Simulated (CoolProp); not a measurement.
c-C4F8 (RC318) at several states: density (kg/m³) from the reference equation and from simpler models built on Tc = 388.4 K, pc = 2.778 MPa, ω = 0.355; each cubic takes its own stable root.

Computed with CoolProp (reference Helmholtz-energy equation of state, Platzer 1990). This equation is an older, rougher fit; its heat capacities, sound speeds and derivatives of the liquid may be far off and weren't checked against measurements.

| T (K) | p (MPa) | phase | reference | van der Waals | Peng-Robinson |
|---|---|---|---|---|---|
| 376.6 | 13.1 | liquid | 1303 | 959.1 | 1395 |
| 418 | 0.0644 | gas | 3.729 | 3.728 | 3.732 |
| 468 | 3.91 | supercritical | … | … | … |
| 495.7 | 0.0363 | gas | 1.765 | 1.765 | 1.765 |

Fill in the missing entries.


- 468, reference: 269.4
- 468, van der Waals: 301.3
- 468, Peng-Robinson: 274.5
